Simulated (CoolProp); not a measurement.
Vapour-liquid equilibrium of ethanol (1) + n-decane (2) at 430.7 K; x and y are mole fractions of (1).

Model: multi-fluid Helmholtz-energy mixture model, Schroeder 2014 and Lemmon 2006; pair parameters Bell 2016, in CoolProp.

```
x     bubble pressure, mixture model (kPa)  bubble pressure, Raoult's law (kPa)  y, mixture model  y, Raoult's law
----  ------------------------------------  -----------------------------------  ----------------  ---------------
0.05                                 256.4                                121.2             0.737            0.489
0.15                                 514.2                                233.2             0.865            0.762
0.25                                 662.3                                345.2             0.895            0.858
0.35                                 750.1                                457.2             0.909            0.907
0.45                                 809.0                                569.2             0.918            0.937
0.55                                 858.6                                681.3             0.925            0.957
0.65                                 910.5                                793.3             0.934            0.971
0.75                                 971.7                                905.3             0.946            0.982
0.85                                  1046                                 1017             0.963            0.990
0.95                                  1135                                 1129             0.986            0.997
```

The largest gap from Raoult's law is +120.5 % in bubble pressure, at x = 0.15. No azeotrope shows between x = 0.05 and 0.95.

The pair parameters rest on a limited set of measurements; away from them the model extrapolates. With so large a gap from Raoult's law the liquid may split in two, which this calculation doesn't test in full.
